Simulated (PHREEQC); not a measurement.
## Leach liquor

Dissolve 1.5 mol/kgw HCl, 0.11 mol/kgw Li2SO4 and 0.0063 mol/kgw MgSO4 at 80 °C. Closed to the air; pH follows from the charge balance.

The numbers come from PHREEQC with the ion-association model, wateq4f.dat.

```
Property                  Value
-----------------  ------------
pH                         0.01
ionic strength     1.62 mol/kgw
activity of water         0.945
total alkalinity   -1500 meq/kg
```

| species | molality | activity | log γ |
|---|---|---|---|
| Cl- | 1.50 | 0.813 | -0.266 |
| H+ | 1.39 | 0.983 | -0.149 |
| Li+ | 0.220 | 0.138 | -0.203 |
| HSO4- | 0.114 | 0.0647 | -0.248 |
| Mg+2 | 0.00614 | 0.00178 | -0.539 |
| SO4-2 | 0.00161 | 0.000165 | -0.988 |
| LiSO4- | 0.000169 | 9.93e-5 | -0.231 |
| MgSO4 | 0.000156 | 0.000227 | 0.163 |

This is a speciation only: nothing precipitates in the calculation. The ionic strength is past about 0.7 mol/kgw, beyond the range of this activity model, so the values are rough. Away from 25 °C the constants follow the database's enthalpies or fits; those with neither stay at their 25 °C values.
